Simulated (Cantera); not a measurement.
**SiH₄ + HCl + N₂ (silicon epitaxy and polysilicon growth)**

Charge: 1 mol SiH₄, a varied amount of HCl, 50 mol N₂, at 1473 K and 10.0 Torr.

Cantera equilibrium calculation (NASA polynomials, part measured and part estimated; ideal gas, pure solids and liquids). Candidate condensed phases: NH₄Cl, Si, Si₃N₄; 28 gas species. N₂ is the only nitrogen source here; it is nearly inert below about 1500 K, so the nitride shown seldom forms there in practice. The tables' values for SiCl₃ are old estimates; treat these amounts as uncertain. Equilibrium is a limit: real reactors are often held back by kinetics, nucleation or transport.

```
n(HCl) (mol)   x N₂    x H₂    x HCl   x SiCl₂  x SiCl₃  n Si₃N₄(s)
------------  -----  ------  -------  --------  -------  ----------
0.17          0.958  0.0388  0.00327   1.45e-5  8.24e-8       0.333
0.43          0.953  0.0387  0.00812   8.97e-5  1.27e-6       0.332
0.69          0.948  0.0387   0.0128  0.000224  5.00e-6       0.329
0.95          0.944  0.0387   0.0173  0.000410  1.24e-5       0.326
1.2           0.939  0.0387   0.0215  0.000634  2.37e-5       0.322
1.5           0.934  0.0389   0.0263  0.000951  4.36e-5       0.316
1.7           0.930  0.0390   0.0294   0.00119  6.08e-5       0.311
```
x: gas mole fraction; n: condensed amount in mol.

From 0.17 mol HCl to 1.7 mol HCl the condensed part is Si₃N₄(s). The main Si-bearing gas is SiCl₂ throughout. The share of Si in condensed phases is highest at 0.17 mol HCl (99.9 %) and lowest at 1.7 mol HCl (93.3 %).
